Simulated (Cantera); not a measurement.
NO annealing gas

An isothermal, constant-pressure homogeneous reactor starts with NO : N2 = 1 : 1.1 (molar parts), at 1948 K and 100.0 Torr.

Detailed kinetics in Cantera: GRI-Mech 3.0 (53 species, 325 reactions).

```tsv
t (s)	x NO	x O	x N2	x O2	x N2O	x NO2
0.000300	0.476	6.68e-6	0.524	7.76e-8	6.91e-6	7.05e-7
0.000708	0.476	1.50e-5	0.524	4.40e-7	1.56e-5	3.16e-6
0.00167	0.476	3.36e-5	0.524	2.84e-6	3.30e-5	1.16e-5
0.00395	0.476	7.30e-5	0.524	2.21e-5	6.10e-5	3.15e-5
0.00931	0.476	0.000113	0.524	0.000143	8.76e-5	5.09e-5
0.0220	0.475	0.000124	0.524	0.000537	9.58e-5	5.57e-5
0.0519	0.473	0.000130	0.525	0.00150	9.51e-5	5.91e-5
0.122	0.468	0.000143	0.528	0.00378	9.26e-5	6.62e-5
0.289	0.457	0.000170	0.533	0.00925	8.71e-5	8.02e-5
0.682	0.431	0.000220	0.546	0.0223	7.55e-5	0.000103
1.61	0.371	0.000303	0.576	0.0521	5.37e-5	0.000129
3.80	0.256	0.000419	0.634	0.110	2.42e-5	0.000127
8.97	0.109	0.000529	0.707	0.183	4.24e-6	6.97e-5
21.2	0.0258	0.000581	0.749	0.225	3.48e-7	1.83e-5
50.0	0.00841	0.000591	0.757	0.234	1.47e-7	6.10e-6
```
x: mole fraction; the columns are a selection and need not sum to one.

Equilibrium at this temperature and pressure: NO 0.00688, O 0.000592, N2 0.758, O2 0.234, N2O 1.39e-7, NO2 5.00e-6 (gas phase only).
